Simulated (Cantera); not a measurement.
Input: 1 mol SiH₂Cl₂, 17 mol O₂, 0.57 mol O₃, held at 1650 K and 13.3 mbar.

Equilibrium computed with Cantera from the NASA thermochemical tables; the gas is ideal and each condensed phase is pure. Candidate condensed phases: H₂O, Si, SiO₂; 30 gas species. The tables hold silica as quartz up to 1696 K and as liquid above; real silica turns to tridymite and cristobalite and melts near 1996 K. The numbers say what is thermodynamically allowed, not how fast it happens.

Base state: O₂ 0.878, HCl 0.0712, Cl 0.0326, H₂O 0.0168, Cl₂ 0.000660, OH 0.000442, O 0.000210, ClO 7.28e-5 (mole fractions); condensed: SiO₂(β-quartz).

Problem. What changes in the equilibrium state with this change: SiH₂Cl₂ replaced by SiH₄?

Solution. 
```tsv
species	before	after
O₂	0.878	0.887
H₂O	0.0168	0.111
OH	0.000442	0.00114
HCl	0.0712	0
Cl	0.0326	0
Cl₂	0.000660	0
ClO	7.28e-5	0
SiO₂(β-quartz), mol	1.00	1.00
```

Problem. What changes in the equilibrium state with this change: temperature from 1650 K to 1350 K?

Solution. 
| species | before | after |
|---|---|---|
| O₂ | 0.878 | 0.888 |
| HCl | 0.0712 | 0.0863 |
| Cl | 0.0326 | 0.0109 |
| H₂O | 0.0168 | 0.00984 |
| O | 0.000210 | 3.44e-6 |
| OH | 0.000442 | 2.43e-5 |
| Cl₂ | 0.000660 | 0.00438 |
| ClO | 7.28e-5 | 3.61e-5 |
| SiO₂(β-quartz), mol | 1.00 | 1.00 |
